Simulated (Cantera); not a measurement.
Cantera run:

```python
import numpy as np
import cantera as ct

gas_names = [...]  # 113 gases of nasa_gas.yaml made of C, H, O, Ta
cond_names = """
    C(gr) C6H6(L) C7H8(L) C8H18(L),n-octa H2O(s) H2O(L) Ta(cr) Ta(L) TaC(s) TaC(L) Ta2O5(s) Ta2O5(L)
""".split()


# ... load() reads the species with a 1 bar reference pressure and builds the phases ...
atoms = {
    'Ta2O5': {'Ta': 2, 'O': 5},
    'CH4': {'C': 1, 'H': 4},
    'CO': {'C': 1, 'O': 1},
}
top_T = {'C(gr)': 4500}  # K; cautious upper limits of use, not melting points


# ... equilibrate(T, P, feed) seeds the gas with the atoms and calls Mixture.equilibrate('TP', solver="gibbs", rtol=1e-10, max_steps=50000) ...
results = []
feed = {'Ta2O5': 1, 'CH4': 2.5, 'CO': 0.44}  # mol
for P in [10, 68, 460, 3200, 22000, 150000, 1000000]:
    for T in [973, 1073, 1173, 1273, 1373, 1473, 1573, 1673, 1773, 1873, 1973]:
        mix = equilibrate(T, P, feed)
        results.append((T, P, feed, dict(zip(mix.species_names, mix.species_moles))))

for T, P, feed, n in results:
    print(f"{T:7g} {P:10.4g}  " + (" + ".join(c for c in cond_names if n.get(c, 0) > 1e-12) or "gas only"))
```

Output:

```
    973         10  TaC(s) + Ta2O5(s)
   1073         10  TaC(s) + Ta2O5(s)
   1173         10  TaC(s) + Ta2O5(s)
   1273         10  TaC(s) + Ta2O5(s)
   1373         10  TaC(s) + Ta2O5(s)
   1473         10  TaC(s) + Ta2O5(s)
   1573         10  TaC(s) + Ta2O5(s)
   1673         10  TaC(s) + Ta2O5(s)
   1773         10  Ta(cr) + Ta2O5(s)
   1873         10  Ta(cr) + Ta2O5(s)
   1973         10  Ta(cr) + Ta2O5(s)
    973         68  C(gr) + TaC(s) + Ta2O5(s)
   1073         68  TaC(s) + Ta2O5(s)
   1173         68  TaC(s) + Ta2O5(s)
   1273         68  TaC(s) + Ta2O5(s)
   1373         68  TaC(s) + Ta2O5(s)
   1473         68  TaC(s) + Ta2O5(s)
   1573         68  TaC(s) + Ta2O5(s)
   1673         68  TaC(s) + Ta2O5(s)
   1773         68  TaC(s) + Ta2O5(s)
   1873         68  Ta(cr) + Ta2O5(s)
   1973         68  Ta(cr) + Ta2O5(s)
    973        460  C(gr) + Ta2O5(s)
   1073        460  TaC(s) + Ta2O5(s)
   1173        460  TaC(s) + Ta2O5(s)
   1273        460  TaC(s) + Ta2O5(s)
   1373        460  TaC(s) + Ta2O5(s)
   1473        460  TaC(s) + Ta2O5(s)
   1573        460  TaC(s) + Ta2O5(s)
   1673        460  TaC(s) + Ta2O5(s)
   1773        460  TaC(s) + Ta2O5(s)
   1873        460  TaC(s) + Ta2O5(s)
   1973        460  Ta(cr) + Ta2O5(s)
    973       3200  C(gr) + Ta2O5(s)
   1073       3200  C(gr) + TaC(s) + Ta2O5(s)
   1173       3200  TaC(s) + Ta2O5(s)
   1273       3200  TaC(s) + Ta2O5(s)
   1373       3200  TaC(s) + Ta2O5(s)
   1473       3200  TaC(s) + Ta2O5(s)
   1573       3200  TaC(s) + Ta2O5(s)
   1673       3200  TaC(s) + Ta2O5(s)
   1773       3200  TaC(s) + Ta2O5(s)
   1873       3200  TaC(s) + Ta2O5(s)
   1973       3200  TaC(s) + Ta2O5(s)
    973    2.2e+04  C(gr) + Ta2O5(s)
   1073    2.2e+04  C(gr) + Ta2O5(s)
   1173    2.2e+04  C(gr) + TaC(s) + Ta2O5(s)
   1273    2.2e+04  TaC(s) + Ta2O5(s)
   1373    2.2e+04  TaC(s) + Ta2O5(s)
   1473    2.2e+04  TaC(s) + Ta2O5(s)
   1573    2.2e+04  TaC(s) + Ta2O5(s)
   1673    2.2e+04  TaC(s) + Ta2O5(s)
   1773    2.2e+04  TaC(s) + Ta2O5(s)
   1873    2.2e+04  TaC(s) + Ta2O5(s)
   1973    2.2e+04  TaC(s) + Ta2O5(s)
    973    1.5e+05  C(gr) + Ta2O5(s)
   1073    1.5e+05  C(gr) + Ta2O5(s)
   1173    1.5e+05  C(gr) + Ta2O5(s)
   1273    1.5e+05  C(gr) + TaC(s) + Ta2O5(s)
   1373    1.5e+05  TaC(s) + Ta2O5(s)
   1473    1.5e+05  TaC(s) + Ta2O5(s)
   1573    1.5e+05  TaC(s) + Ta2O5(s)
   1673    1.5e+05  TaC(s) + Ta2O5(s)
   1773    1.5e+05  TaC(s) + Ta2O5(s)
   1873    1.5e+05  TaC(s) + Ta2O5(s)
   1973    1.5e+05  TaC(s) + Ta2O5(s)
    973      1e+06  C(gr) + Ta2O5(s)
   1073      1e+06  C(gr) + Ta2O5(s)
   1173      1e+06  C(gr) + Ta2O5(s)
   1273      1e+06  C(gr) + Ta2O5(s)
   1373      1e+06  C(gr) + TaC(s) + Ta2O5(s)
   1473      1e+06  TaC(s) + Ta2O5(s)
   1573      1e+06  TaC(s) + Ta2O5(s)
   1673      1e+06  TaC(s) + Ta2O5(s)
   1773      1e+06  TaC(s) + Ta2O5(s)
   1873      1e+06  TaC(s) + Ta2O5(s)
   1973      1e+06  TaC(s) + Ta2O5(s)
```

Equilibrium computed with Cantera from the NASA thermochemical tables; the gas is ideal and each condensed phase is pure. Mutual solubility and eutectic melting of coexisting phases are not modelled. TaC: taken at fixed stoichiometry. Condensed phases not in the tables: Ta2C, N, O or C dissolved in the metal.
